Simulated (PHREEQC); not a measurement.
Make-up at 45 °C: 0.0068 mol/kgw Pb(NO3)2 and 0.00058 mol/kgw Cu(NO3)2. Closed to the air; pH follows from the charge balance.

Equilibrium calculation in PHREEQC: ion-association model, wateq4f.dat.

This is a speciation only: nothing precipitates in the calculation.

Task: What pH does the model give?

Result: pH 5.00.

Task: In which forms is N present?

Result: NO3- 95 %, PbNO3+ 4.7 % of the N.

Species that the database lacks are ignored. Constants without temperature data keep their 25 °C values here.
